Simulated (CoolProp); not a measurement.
The fluid at 298.15 K and 0.504 MPa flows at 1.4 m/s in a round tube of 6 mm bore and 0.25 µm roughness, fully developed (64/Re and Nu = 3.66 if laminar; Colebrook and Gnielinski if turbulent). The same conditions are run with several fluids, on thermodynamics alone (safety and materials aside).

Computed with CoolProp (reference Helmholtz-energy equation of state of each fluid (methanol: de Reuck 1993; water: Wagner 2002; n-pentane: Thol 2019; ethanol: Schroeder 2014; toluene: Lemmon 2006)).

**Question.** Rank methanol, water, n-pentane, ethanol, toluene by Reynolds number, highest first.

**Answer.** n-pentane (28900), toluene (13100), methanol (12100), water (9410), ethanol (6080)

| fluid | Darcy friction factor | pressure drop (Pa/m) | heat-transfer coefficient (W/(m² K)) | mass flow (kg/h) |
|---|---|---|---|---|
| methanol | 0.0294 | 3780 | 3120 | 112 |
| water | 0.0314 | 5120 | 7140 | 142 |
| n-pentane | 0.0238 | 2420 | 2930 | 88.6 |
| ethanol | 0.0354 | 4540 | 1780 | 112 |
| toluene | 0.0289 | 4070 | 2220 | 123 |

Transport values come from each fluid's own correlations; those of n-pentane are estimates that may be off by 10 % or more.
